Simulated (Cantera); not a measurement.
A freely propagating, adiabatic, planar premixed flame of CH4 : O2 : N2 : CO2 = 1 : 1.82 : 4.73 : 1.4 (molar parts), equivalence ratio 1.1, unburnt at 525 K and 5.00 bar; mixture-averaged transport, grid criteria slope 0.08 and curve 0.16, no radiation.

Cantera simulation using GRI-Mech 3.0 (53 species, 325 reactions); the numbers are that mechanism's predictions, not measurements. Burning velocities carry a grid error of a few per cent, more on coarse grids.

**Question.** How do the results move with these cheaper or finer settings: unity-Lewis-number transport; multicomponent transport; multicomponent+Soret transport; grid criteria slope 0.5, curve 1; grid criteria slope 0.25, curve 0.5; grid criteria slope 0.03, curve 0.06?

**Answer.** 
```tsv
setting	laminar burning velocity	thermal thickness	peak x(H2O2)	peak x(C2H6)	grid points
as above	37.1 cm/s	0.143 mm	4.00e-5	0.000971	140
unity-Lewis-number transport	28.6 cm/s	0.165 mm	6.21e-6	0.000777	139
multicomponent transport	37.3 cm/s	0.145 mm	3.77e-5	0.000992	141
multicomponent+Soret transport	36.8 cm/s	0.145 mm	3.58e-5	0.000973	142
grid criteria slope 0.5, curve 1	41.0 cm/s	0.155 mm	4.51e-5	0.000968	34
grid criteria slope 0.25, curve 0.5	38.8 cm/s	0.148 mm	4.17e-5	0.000973	55
grid criteria slope 0.03, curve 0.06	36.5 cm/s	0.142 mm	3.95e-5	0.000976	329
```
The base run took roughly 15 core-seconds.
Unity Lewis numbers drop preferential diffusion, which matters most where H2 and H carry the flame; Soret adds thermal diffusion.
